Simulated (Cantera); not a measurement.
# Thermodynamics of calcination and drying, feed CaCO₃ + H₂ + O₂

Feed: 1 mol CaCO₃, 0.043 mol H₂, 0.028 mol O₂, at 1423.15 K and 0.133 bar.

Equilibrium computed with Cantera from the NASA thermochemical tables; the gas is ideal and each condensed phase is pure. Candidate condensed phases: C, C₆H₆, C₇H₈, C₈H₁₈, Ca, CaCO₃, CaO, Ca(OH)₂, H₂O; 115 gas species. Equilibrium is a limit: real reactors are often held back by kinetics, nucleation or transport.

The x(CO₂) comes out as 0.953. The x(H₂O) is 0.0410, the x(O₂) is 0.00621 and the x(CO) comes out as 4.81e-5. The x(OH) is 1.70e-5 and the n(CaO(s)) comes out as 1.00 mol. The gas amount is 1.050 mol and the log10 activity of C(graphite) (absent) is -12.36. The log10 activity of Ca(l) (absent) is -16.22.
